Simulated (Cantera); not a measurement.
Feed: 1 mol Fe2O3, 0.7 mol H2S, 6.5 mol H2O, held at 1823.15 K and 1580 Torr.

These are equilibrium values from Cantera (NASA tables, ideal gas, pure condensed phases), not measurements of a reactor. Candidate condensed phases: Fe, FeO, Fe(OH)2, Fe(OH)3, FeS, FeSO4, FeS2, Fe2O3, Fe2(SO4)3, Fe3O4, H2O, H2SO4, S; 22 gas species. The tables' stoichiometric FeO is somewhat more stable than real wüstite, so its field is too wide. FeO: taken at fixed stoichiometry. The numbers say what is thermodynamically allowed, not how fast it happens.

Base state: H2O 0.827, H2 0.0884, SO2 0.0667, H2S 0.00902, S2 0.00495, SO 0.00274, SH 0.000971, S2O 0.000274 (mole fractions); condensed: FeO(l).

Q: What changes in the equilibrium state with this change: H2O from 6.5 to 2.6 mol?

A: 
```
species        before     after
-----------  --------  --------
H2O             0.827     0.744
H2             0.0884    0.0994
SO2            0.0667    0.0983
S2            0.00495    0.0263
H2S           0.00902    0.0234
Fe(OH)2      0.000136  0.000122
S2O          0.000274   0.00116
SH           0.000971   0.00237
FeO(l), mol      2.00      2.00
```

Q: What changes in the equilibrium state with this change: H2O from 6.5 to 3.3 mol?

A: 
```csv
species,before,after
H2O,0.827,0.766
H2,0.0884,0.0983
SO2,0.0667,0.0899
S2,0.00495,0.0186
H2S,0.00902,0.0195
Fe(OH)2,0.000136,0.000126
S2O,0.000274,0.000859
SH,0.000971,0.00199
S,4.34e-5,8.42e-5
SO,0.00274,0.00443
"FeO(l), mol",2.00,2.00
```

Q: What changes in the equilibrium state with this change: temperature from 1823.15 K to 898.15 K?

A: 
```
species          before    after
-------------  --------  -------
H2O               0.827    0.961
SO2              0.0667   0.0213
H2S             0.00902   0.0163
H2               0.0884  0.00102
Fe(OH)2        0.000136    <1e-9
H               8.90e-5    <1e-9
OH              5.80e-5    <1e-9
FeO(l), mol        2.00        0
FeS(s), mol           0    0.414
Fe3O4(s), mol         0    0.529
```
FeS: taken at fixed stoichiometry. Gases not in the tables: S3 to S7.
